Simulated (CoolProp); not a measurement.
Vapour-liquid equilibrium of isobutene (1) + n-butane (2) at 294.3 K; x and y are mole fractions of (1).

Values from CoolProp's multi-fluid Helmholtz-energy mixture model, Lemmon 2005 and Bücker 2006; pair parameters Bell 2016.

```json
[
 {"x": "0.05", "bubble pressure, mixture model (bar)": "2.190", "bubble pressure, Raoult's law (bar)": "2.182", "y, mixture model": "0.064", "y, Raoult's law": "0.062"},
 {"x": "0.15", "bubble pressure, mixture model (bar)": "2.257", "bubble pressure, Raoult's law (bar)": "2.238", "y, mixture model": "0.184", "y, Raoult's law": "0.182"},
 {"x": "0.25", "bubble pressure, mixture model (bar)": "2.319", "bubble pressure, Raoult's law (bar)": "2.293", "y, mixture model": "0.296", "y, Raoult's law": "0.295"},
 {"x": "0.35", "bubble pressure, mixture model (bar)": "2.378", "bubble pressure, Raoult's law (bar)": "2.349", "y, mixture model": "0.402", "y, Raoult's law": "0.404"},
 {"x": "0.45", "bubble pressure, mixture model (bar)": "2.434", "bubble pressure, Raoult's law (bar)": "2.404", "y, mixture model": "0.502", "y, Raoult's law": "0.507"},
 {"x": "0.55", "bubble pressure, mixture model (bar)": "2.487", "bubble pressure, Raoult's law (bar)": "2.460", "y, mixture model": "0.599", "y, Raoult's law": "0.606"},
 {"x": "0.65", "bubble pressure, mixture model (bar)": "2.539", "bubble pressure, Raoult's law (bar)": "2.515", "y, mixture model": "0.692", "y, Raoult's law": "0.700"},
 {"x": "0.75", "bubble pressure, mixture model (bar)": "2.589", "bubble pressure, Raoult's law (bar)": "2.571", "y, mixture model": "0.783", "y, Raoult's law": "0.790"},
 {"x": "0.85", "bubble pressure, mixture model (bar)": "2.638", "bubble pressure, Raoult's law (bar)": "2.626", "y, mixture model": "0.871", "y, Raoult's law": "0.877"},
 {"x": "0.95", "bubble pressure, mixture model (bar)": "2.686", "bubble pressure, Raoult's law (bar)": "2.681", "y, mixture model": "0.958", "y, Raoult's law": "0.960"}
]
```

The largest gap from Raoult's law is +1.2 % in bubble pressure, at x = 0.35. No azeotrope shows between x = 0.05 and 0.95.

The pair parameters rest on a limited set of measurements; away from them the model extrapolates.
